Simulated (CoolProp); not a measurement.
Decamethylcyclopentasiloxane (D5) at several states: density (kg/m³) from the reference equation and from simpler models built on Tc = 345.1 °C, pc = 10.78 bar, ω = 0.631; each cubic takes its own stable root.

Computed with CoolProp (reference Helmholtz-energy equation of state, Thol 2019).

```
T (°C)  p (bar)   phase  reference
------  -------  ------  ---------
318.15    0.311     gas      2.375
344.95     61.5  liquid      623.3
52.95     0.109  liquid      923.8
330.65     6.37     gas      66.38
```

Q: How far does each simpler model (van der Waals, Redlich-Kwong, Soave-Redlich-Kwong, Peng-Robinson) lie from the reference over these 4 states: mean and median of the absolute difference, and the worst?

A: 
- van der Waals: mean 34.4 %, median 18.7 %, worst -99.8 % at 52.95 °C and 0.109 bar
- Redlich-Kwong: mean 8.2 %, median 6.7 %, worst -19.5 % at 52.95 °C and 0.109 bar
- Soave-Redlich-Kwong: mean 6.6 %, median 6.0 %, worst -14.5 % at 52.95 °C and 0.109 bar
- Peng-Robinson: mean 1.3 %, median 0.6 %, worst -4.0 % at 52.95 °C and 0.109 bar

At some of these states van der Waals gives the other phase, because its saturation line lies elsewhere.
